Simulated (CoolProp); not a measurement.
R134a along the isobar 3.62 MPa: Z from the reference equation and from simpler models built on Tc = 101.1 °C, pc = 4.059 MPa, ω = 0.327; each cubic takes its own stable root.

The numbers come from the reference Helmholtz-energy equation of state, Tillner-Roth 1994 in CoolProp.

```
T (°C)   phase  reference
------  ------  ---------
32.25   liquid     0.1215
43.15   liquid     0.1217
53.95   liquid     0.1227
64.85   liquid     0.1248
75.65   liquid     0.1288
86.55   liquid     0.1369
97.35      gas     0.4868
108.25     gas     0.6027
119.05     gas     0.6668
129.95     gas     0.7135
140.75     gas     0.7496
151.65     gas     0.7792
162.45     gas     0.8038
```

Question: How far does each simpler model (van der Waals, Soave-Redlich-Kwong) lie from the reference over these 13 states: mean and median of the absolute difference, and the worst?

Answer: 
- van der Waals: mean 35.4 %, median 18.7 %, worst +74.5 % at 86.55 °C and 3.62 MPa
- Soave-Redlich-Kwong: mean 10.8 %, median 6.8 %, worst +27.1 % at 86.55 °C and 3.62 MPa
